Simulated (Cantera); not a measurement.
An adiabatic, constant-volume homogeneous reactor starts with CH4 : O2 : N2 = 1 : 3.03 : 11.4 (molar parts), equivalence ratio 0.66, at 1400 K and 150 Torr. Integrator tolerance rtol = 1e-08.

Model: GRI-Mech 3.0 (53 species, 325 reactions), integrated in Cantera.

Task: What does this change do: 1.5 parts H2O added?

Result: 
| quantity | before | after |
|---|---|---|
| time of steepest temperature rise | 9.41 ms | 11.3 ms |
| temperature at 0.400 s | 2595 K | 2505 K |
| equilibrium temperature | 2595 K | 2505 K |
| x(CH4) at 0.400 s | <1e-12 (gas-phase equilibrium <1e-12) | <1e-12 (gas-phase equilibrium <1e-12) |
| x(O2) at 0.400 s | 0.0621 (gas-phase equilibrium 0.0621) | 0.0573 (gas-phase equilibrium 0.0573) |
| x(NO) at 0.400 s | 0.0140 (gas-phase equilibrium 0.0140) | 0.0111 (gas-phase equilibrium 0.0111) |
| x(CH2O) at 0.400 s | 1.77e-11 (gas-phase equilibrium 1.77e-11) | 1.37e-11 (gas-phase equilibrium 1.37e-11) |
| x(HCN) at 0.400 s | 5.79e-11 (gas-phase equilibrium 5.79e-11) | 2.77e-11 (gas-phase equilibrium 2.77e-11) |
| x(HCO) at 0.400 s | 4.15e-9 (gas-phase equilibrium 4.15e-9) | 2.34e-9 (gas-phase equilibrium 2.34e-9) |
| x(OH) at 0.400 s | 0.0188 (gas-phase equilibrium 0.0188) | 0.0185 (gas-phase equilibrium 0.0185) |
